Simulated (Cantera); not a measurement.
A perfectly stirred reactor is fed with CH4 : N2 = 1 : 5.1 (molar parts), at 56.3 Torr; it is held at 1473 K, and followed from long to short residence time.

Detailed kinetics in Cantera: GRI-Mech 3.0 (53 species, 325 reactions). GRI-Mech 3.0 stops at C3 and has no aromatics, soot or wall deposition, so with more carbon than oxygen in the feed, carbon stays in small species such as C2H2 where larger ones or solid carbon would form.

Q: Predict: x(CH4) at τ = 1.90 s; x(H2) at τ = 1.90 s; x(C2H2) at τ = 1.90 s; x(C2H4) at τ = 1.90 s; x(C2H) at τ = 1.90 s; x(CH4) at τ = 0.110 s; x(H2) at τ = 0.110 s; x(C2H2) at τ = 0.110 s; x(C2H4) at τ = 0.110 s.

A: 
```
Quantity                   Value
----------------------  --------
x(CH4) at τ = 1.90 s       0.126
x(H2) at τ = 1.90 s       0.0472
x(C2H2) at τ = 1.90 s     0.0149
x(C2H4) at τ = 1.90 s    0.00121
x(C2H) at τ = 1.90 s     1.62e-9
x(CH4) at τ = 0.110 s      0.161
x(H2) at τ = 0.110 s     0.00262
x(C2H2) at τ = 0.110 s  0.000328
x(C2H4) at τ = 0.110 s  0.000713
```
